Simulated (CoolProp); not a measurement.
Saturation properties of R1224YDZ.

The numbers come from the reference Helmholtz-energy equation of state, Akasaka 2023 in CoolProp.

```json
[
 {"T (°C)": "32.25", "p (MPa)": "0.1894", "liquid density (kg/m³)": "1340", "vapour density (kg/m³)": "11.95", "enthalpy of vaporisation (kJ/kg)": "160.8", "liquid cp (kJ/(kg K))": "1.165"},
 {"T (°C)": "40.65", "p (MPa)": "0.2488", "liquid density (kg/m³)": "1316", "vapour density (kg/m³)": "15.52", "enthalpy of vaporisation (kJ/kg)": "156.5", "liquid cp (kJ/(kg K))": "1.184"},
 {"T (°C)": "49.05", "p (MPa)": "0.3215", "liquid density (kg/m³)": "1291", "vapour density (kg/m³)": "19.88", "enthalpy of vaporisation (kJ/kg)": "151.9", "liquid cp (kJ/(kg K))": "1.204"},
 {"T (°C)": "57.45", "p (MPa)": "0.4093", "liquid density (kg/m³)": "1265", "vapour density (kg/m³)": "25.17", "enthalpy of vaporisation (kJ/kg)": "147.1", "liquid cp (kJ/(kg K))": "1.226"},
 {"T (°C)": "65.85", "p (MPa)": "0.5141", "liquid density (kg/m³)": "1238", "vapour density (kg/m³)": "31.55", "enthalpy of vaporisation (kJ/kg)": "142.0", "liquid cp (kJ/(kg K))": "1.251"},
 {"T (°C)": "74.25", "p (MPa)": "0.6379", "liquid density (kg/m³)": "1209", "vapour density (kg/m³)": "39.22", "enthalpy of vaporisation (kJ/kg)": "136.7", "liquid cp (kJ/(kg K))": "1.277"},
 {"T (°C)": "82.65", "p (MPa)": "0.7828", "liquid density (kg/m³)": "1179", "vapour density (kg/m³)": "48.43", "enthalpy of vaporisation (kJ/kg)": "130.9", "liquid cp (kJ/(kg K))": "1.307"},
 {"T (°C)": "91.05", "p (MPa)": "0.9509", "liquid density (kg/m³)": "1148", "vapour density (kg/m³)": "59.49", "enthalpy of vaporisation (kJ/kg)": "124.8", "liquid cp (kJ/(kg K))": "1.342"}
]
```

It boils at 14.9 °C under 1 atm.
